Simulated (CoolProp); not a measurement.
Properties of C3F8 (R218) along the isotherm 440 K (Tc = 345.0 K, pc = 2.640 MPa, ω = 0.317).

The numbers come from the reference Helmholtz-energy equation of state, Lemmon 2006 in CoolProp. It is a short technical equation, of lower accuracy than the large ones.

```
p (MPa)          phase       Z  speed of sound (m/s)  Joule-Thomson coefficient (K/MPa)  isothermal compressibility (1/MPa)  viscosity (µPa s)  conductivity (mW/(m K))
-------  -------------  ------  --------------------  ---------------------------------  ----------------------------------  -----------------  -----------------------
0.6                gas  0.9693                 139.0                              4.173                               1.720               18.3                     25.2
1.2                gas  0.9379                 135.1                              4.341                              0.8899               18.7                     25.7
1.8                gas  0.9057                 131.3                              4.500                              0.6152               19.3                     26.3
2.4                gas  0.8732                 127.5                              4.635                              0.4790               20.0                     26.9
3        supercritical  0.8407                 124.1                              4.726                              0.3972               21.0                     27.7
3.6      supercritical  0.8090                 121.1                              4.750                              0.3415               22.3                     28.5
4.2      supercritical  0.7792                 119.0                              4.688                              0.2992               23.9                     29.3
4.8      supercritical  0.7523                 117.8                              4.534                              0.2639               25.7                     30.2
5.4      supercritical  0.7293                 117.8                              4.294                              0.2327               27.9                     31.1
6        supercritical  0.7109                 119.1                              3.989                              0.2040               30.2                     32.0
6.6      supercritical  0.6975                 121.6                              3.643                              0.1774               32.8                     32.9
```

Viscosity comes from a separate model (Huber 2003), an estimate that may be off by 10 % or more. Thermal conductivity comes from a separate model (Huber 2003), an estimate that may be off by 10 % or more.
